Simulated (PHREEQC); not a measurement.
Dissolve 69 mmol/kgw HCl, 0.18 mmol/kgw ZnSO4 and 0.054 mmol/kgw MnSO4 at 73 °C. Closed to the air; pH follows from the charge balance.

Equilibrium calculation in PHREEQC: ion-association model, phreeqc.dat.

No solid was allowed to form.

**Question.** What pH, density does the model give?

**Answer.** pH 1.25; density 0.977 g/cm³.

**Question.** In which forms is Zn present?

**Answer.** Zn+2 68 %, ZnCl+ 30 %, ZnCl2 1.5 % of the Zn.

Away from 25 °C the constants follow the database's enthalpies or fits; those with neither stay at their 25 °C values.
